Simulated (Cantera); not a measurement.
**C3H8 + NH3 (carbon deposition, reforming and gasification)**

Feed: 1 mol C3H8, a varied amount of NH3, equilibrated at 1975 K and 47.0 mbar.

These are equilibrium values from Cantera (NASA tables, ideal gas, pure condensed phases), not measurements of a reactor. Candidate condensed phases: C, C6H6, C7H8, C8H18; 92 gas species. Rates play no part.

```
n(NH3) (mol)   x H2     x N2      x H     x HCN  x C2H2 (acetylene)  n C(graphite)
------------  -----  -------  -------  --------  ------------------  -------------
0.031         0.989  0.00340  0.00628  0.000773            0.000642           2.99
0.046         0.987  0.00510  0.00627  0.000947            0.000641           2.99
0.066         0.985  0.00736  0.00626   0.00114            0.000639           2.99
0.097         0.981   0.0108  0.00625   0.00137            0.000637           2.99
0.14          0.976   0.0154  0.00624   0.00164            0.000634           2.99
0.21          0.968   0.0226  0.00621   0.00198            0.000629           2.99
0.3           0.959   0.0313  0.00618   0.00231            0.000623           2.98
0.44          0.947   0.0435  0.00614   0.00271            0.000615           2.98
0.63          0.932   0.0581  0.00609   0.00310            0.000605           2.98
0.92          0.913   0.0767  0.00603   0.00353            0.000593           2.97
1.3           0.893   0.0961  0.00596   0.00391            0.000580           2.96
2             0.867    0.122  0.00588   0.00435            0.000563           2.95
```
x: gas mole fraction; n: condensed amount in mol.

From 0.031 mol NH3 to 2 mol NH3 the condensed part is C(graphite). The main C-bearing gas is C2H2 (acetylene) at 0.031 mol NH3 and HCN at 2 mol NH3.
